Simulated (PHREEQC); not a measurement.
A solution holds 0.11 mol/kgw HF, 0.036 mol/kgw KF and 5.1e-05 mol/kgw HCl, at 33 °C and 50 atm. Closed to the air; pH follows from the charge balance.

Equilibrium calculation in PHREEQC: ion-association model, phreeqc.dat.

This is a speciation only: nothing precipitates in the calculation.

### Question
Estimate the pH.

### Answer
pH 2.60.

### Question
In which forms is F present?

### Answer
HF 66 %, F- 19 %, HF2- 15 % of the F.

Species that the database lacks are ignored. Under pressure, the constants of complexes without a molar volume in the database are unreliable.
